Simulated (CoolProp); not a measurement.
Vapour-liquid equilibrium of methanol (1) + benzene (2) at 114.85 °C; x and y are mole fractions of (1).

Computed with CoolProp (multi-fluid Helmholtz-energy mixture model, de Reuck 1993 and Thol 2012; pair parameters Bell 2016).

```json
[
 {"x": "0.05", "bubble pressure (MPa)": "[?]", "y at the bubble point": "[?]", "dew pressure at overall composition x (MPa)": "[?]", "liquid density (mol/L)": "10.13"},
 {"x": "0.2", "bubble pressure (MPa)": "[?]", "y at the bubble point": "0.501", "dew pressure at overall composition x (MPa)": "0.3319", "liquid density (mol/L)": "10.95"},
 {"x": "0.35", "bubble pressure (MPa)": "0.5502", "y at the bubble point": "0.579", "dew pressure at overall composition x (MPa)": "0.4012", "liquid density (mol/L)": "11.99"},
 {"x": "0.5", "bubble pressure (MPa)": "0.5754", "y at the bubble point": "0.629", "dew pressure at overall composition x (MPa)": "0.4954", "liquid density (mol/L)": "13.33"},
 {"x": "0.65", "bubble pressure (MPa)": "0.5894", "y at the bubble point": "0.688", "dew pressure at overall composition x (MPa)": "0.5821", "liquid density (mol/L)": "[?]"},
 {"x": "0.8", "bubble pressure (MPa)": "0.5898", "y at the bubble point": "0.780", "dew pressure at overall composition x (MPa)": "[?]", "liquid density (mol/L)": "17.38"},
 {"x": "0.95", "bubble pressure (MPa)": "0.5670", "y at the bubble point": "0.931", "dew pressure at overall composition x (MPa)": "0.5635", "liquid density (mol/L)": "20.42"}
]
```

**Question.** What belongs in the gaps?

**Answer.** 
- 0.05, bubble pressure (MPa): 0.3557
- 0.05, y at the bubble point: 0.257
- 0.05, dew pressure at overall composition x (MPa): 0.2789
- 0.2, bubble pressure (MPa): 0.4963
- 0.65, liquid density (mol/L): 15.09
- 0.8, dew pressure at overall composition x (MPa): 0.5878

y crosses x between x = 0.65 and 0.8: the model has an azeotrope there.

The pair parameters rest on a limited set of measurements; away from them the model extrapolates. With so large a gap from Raoult's law the liquid may split in two, which this calculation doesn't test in full.
